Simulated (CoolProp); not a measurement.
Isohexane at 333.2 K and 0.0734 MPa is compressed adiabatically to 0.415 MPa with isentropic efficiency 0.8. Each further row changes one setting.

Computed with CoolProp (reference Helmholtz-energy equation of state, Lemmon 2006). It is a short technical equation, of lower accuracy than the large ones.

| case | work (kJ/kg) | final phase | final density (kg/m³) |
|---|---|---|---|
| as stated | 66.5 | two-phase, vapour fraction 0.919 | … |
| efficiency 1 | … | … | … |
| efficiency 0.65 | … | … | 13.1 |

**Question.** What belongs in the gaps?

**Answer.** 
- as stated, final density (kg/m³): 13.9
- efficiency 1, work (kJ/kg): 53.2
- efficiency 1, final phase: two-phase, vapour fraction 0.872
- efficiency 1, final density (kg/m³): 14.6
- efficiency 0.65, work (kJ/kg): 81.8
- efficiency 0.65, final phase: two-phase, vapour fraction 0.974
